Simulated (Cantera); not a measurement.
An isothermal, constant-pressure homogeneous reactor starts with H2 : O2 : N2 = 0.71 : 1 : 0.57 (molar parts), equivalence ratio 0.35, at 900 K and 0.987 atm.

Detailed kinetics in Cantera: the H2/O2 subset of GRI-Mech 3.0, which has no nitrogen chemistry. Below about 950 K walls govern HO2 and H2O2 in real vessels. The temperature is held fixed by assumption; the heat of reaction is taken as removed at once.

x: mole fraction; the columns are a selection and need not sum to one.

| t (s) | x H2 | x O2 | x O | x H2O2 | x H2O | x HO2 | x H |
|---|---|---|---|---|---|---|---|
| 7.00e-6 | 0.311 | 0.439 | 2.75e-12 | <1e-12 | 1.05e-11 | 6.06e-11 | 1.35e-11 |
| 3.10e-5 | 0.311 | 0.439 | 5.25e-12 | <1e-12 | 1.13e-10 | 3.81e-10 | 2.07e-11 |
| 0.000137 | 0.311 | 0.439 | 5.49e-12 | 7.89e-12 | 6.44e-10 | 1.92e-9 | 2.14e-11 |
| 0.000608 | 0.311 | 0.439 | 5.98e-12 | 1.65e-10 | 3.13e-9 | 8.87e-9 | 2.33e-11 |
| 0.00269 | 0.311 | 0.439 | 8.41e-12 | 3.41e-9 | 1.70e-8 | 4.24e-8 | 3.29e-11 |
| 0.0119 | 0.311 | 0.439 | 2.65e-11 | 8.44e-8 | 1.62e-7 | 2.70e-7 | 1.03e-10 |
| 0.0528 | 0.311 | 0.439 | 5.11e-10 | 6.86e-6 | 9.66e-6 | 4.64e-6 | ? |
| 0.234 | 0.309 | 0.437 | 1.97e-8 | 0.000693 | 0.00243 | 3.76e-5 | ? |
| 1.04 | 0.213 | 0.405 | 3.71e-8 | 0.00283 | 0.114 | 6.76e-5 | ? |
| 4.59 | 0.0132 | 0.339 | 1.74e-8 | 0.000211 | 0.353 | 2.03e-5 | ? |
| 20.3 | 0.000365 | 0.335 | 2.88e-10 | 6.25e-7 | 0.368 | 1.09e-6 | 1.83e-11 |
| 90.0 | 2.61e-5 | 0.335 | 7.69e-12 | 1.27e-8 | 0.369 | 1.48e-7 | <1e-12 |

Complete the blanks.


- 0.0528, x H: 2.00e-9
- 0.234, x H: 7.87e-8
- 1.04, x H: 1.22e-7
- 4.59, x H: 6.05e-9
